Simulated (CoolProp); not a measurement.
Saturated liquid density (kg/m³) of isopentane: the reference equation beside estimates from Tc = 187.2 °C, pc = 3.378 MPa, ω = 0.227. Rackett uses Z = 0.29056 − 0.08775 ω.

Computed with CoolProp (reference Helmholtz-energy equation of state, Lemmon 2006). It is a short technical equation, of lower accuracy than the large ones.

| T (°C) | reference | Rackett | van der Waals | Soave-Redlich-Kwong |
|---|---|---|---|---|
| 54.45 | 583.7 | 588.3 | 359.7 | 539.3 |
| 58.35 | 579.3 | 583.7 | 357.0 | 534.6 |
| 62.15 | 575.0 | 579.2 | 354.2 | 529.9 |
| 65.95 | 570.7 | 574.6 | 351.4 | 525.1 |
| 69.85 | 566.1 | 569.9 | 348.5 | 520.0 |
| 73.65 | 561.6 | 565.2 | 345.6 | 514.9 |
| 77.45 | 557.0 | 560.4 | 342.7 | 509.8 |
| 81.35 | 552.2 | 555.4 | 339.6 | 504.3 |
| 85.15 | 547.4 | 550.5 | 336.5 | 498.9 |
| 89.05 | 542.5 | 545.4 | 333.3 | 493.2 |
| 92.85 | 537.5 | 540.2 | 330.1 | 487.5 |
| 96.65 | 532.5 | 535.0 | 326.9 | 481.6 |
| 100.55 | 527.2 | 529.6 | 323.5 | 475.4 |
| 104.35 | 521.9 | 524.1 | 320.0 | 469.2 |
| 108.15 | 516.5 | 518.6 | 316.5 | 462.8 |

Absolute difference from the reference over all 15 rows, mean and median: Rackett 0.6 and 0.6 %, van der Waals 38.5 and 38.5 %, Soave-Redlich-Kwong 8.8 and 8.7 %.
